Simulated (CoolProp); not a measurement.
Properties of n-heptane at several states (Tc = 541.2 K, pc = 2.774 MPa, ω = 0.349).

The numbers come from the reference Helmholtz-energy equation of state, Span 2003 in CoolProp. It is a short technical equation, of lower accuracy than the large ones.

```tsv
T (K)	p (MPa)	phase	density (kg/m³)	cp (kJ/(kg K))	expansivity (1/kK)
240.7	0.505	liquid	727.6	[?]	1.133
483.8	0.0114	gas	0.2846	2.455	2.083
443.9	8.35	liquid	562.1	2.847	[?]
416.6	0.113	gas	3.398	2.209	2.764
222.4	0.862	liquid	743.0	2.019	1.115
446	0.184	gas	5.227	[?]	[?]
```

Complete the blanks.


- 240.7, cp (kJ/(kg K)): 2.059
- 443.9, expansivity (1/kK): 1.737
- 446, cp (kJ/(kg K)): 2.343
- 446, expansivity (1/kK): 2.684
